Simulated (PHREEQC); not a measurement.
A column of 0.1 m (30 cells, dispersivity 0.0035 m, 3600 s a shift, diffusion coefficient 3e-10 m²/s) holds 0.049 eq of the database's cation exchanger X per kg of pore water, first in equilibrium with 0.00096 mol/kgw LiCl and 1e-05 mol/kgw HCl. It is flushed with 3.1 mmol/kgw MgCl2, 15 mmol/kgw NaCl and 0.01 mmol/kgw HCl, at 25 °C. Values are for the last cell. No CO2 enters from the air. No solid was allowed to form.

Base run: PHREEQC, ion-association model, phreeqc.dat. Each further column changes one thing. The table gives Na in solution (mol/kgw).

| pore volumes | base | exchange capacity from 0.049 to 0.025 eq/kgw | dispersivity from 0.0035 to 0.007 m |
|---|---|---|---|
| 0 | 0 | 0 | 0 |
| 0.4833 | 0 | 0 | 0 |
| 1.183 | 2.08e-7 | 9.40e-5 | [?] |
| 1.65 | 9.04e-5 | [?] | 0.000413 |
| 2.117 | 0.00107 | [?] | 0.00233 |
| 2.817 | 0.00635 | 0.0186 | 0.00779 |
| 3.283 | 0.0113 | 0.0204 | [?] |
| 3.75 | 0.0155 | 0.0210 | 0.0149 |
| 4.217 | 0.0183 | 0.0211 | [?] |
| 4.917 | 0.0203 | 0.0152 | 0.0194 |
| 5.383 | 0.0208 | 0.0150 | [?] |
| 5.85 | 0.0210 | 0.0150 | [?] |
| 6.55 | 0.0212 | 0.0150 | 0.0210 |
| 7.017 | 0.0212 | 0.0150 | 0.0211 |

**Question.** Fill in the missing entries.

**Answer.** 
- 1.183, dispersivity from 0.0035 to 0.007 m: 5.92e-6
- 1.65, exchange capacity from 0.049 to 0.025 eq/kgw: 0.00331
- 2.117, exchange capacity from 0.049 to 0.025 eq/kgw: 0.0108
- 3.283, dispersivity from 0.0035 to 0.007 m: 0.0117
- 4.217, dispersivity from 0.0035 to 0.007 m: 0.0173
- 5.383, dispersivity from 0.0035 to 0.007 m: 0.0202
- 5.85, dispersivity from 0.0035 to 0.007 m: 0.0207
